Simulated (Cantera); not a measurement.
Mixture: 2.74 % CH4, 3.01 % CO, 17.0 % O2, 64.1 % N2, 13.1 % H2O, equivalence ratio 0.41, at 1.01 bar, adiabatic and at constant volume. Ignition delay is the time to a rise of 400 K.

Computed with Cantera and GRI-Mech 3.0 (53 species, 325 reactions).

Problem. Predict: delay at 1300 K; delay at 1400 K; delay at 1500 K; delay at 1600 K; delay at 1700 K; delay at 1800 K; delay at 1900 K; apparent activation energy between 1700 and 1900 K.

Solution. 
| Item | Value |
|---|---|
| delay at 1300 K | 7.09 ms |
| delay at 1400 K | 2.21 ms |
| delay at 1500 K | 0.823 ms |
| delay at 1600 K | 0.362 ms |
| delay at 1700 K | 0.184 ms |
| delay at 1800 K | 0.106 ms |
| delay at 1900 K | 70.3 µs |
| apparent activation energy between 1700 and 1900 K | 130 kJ/mol |
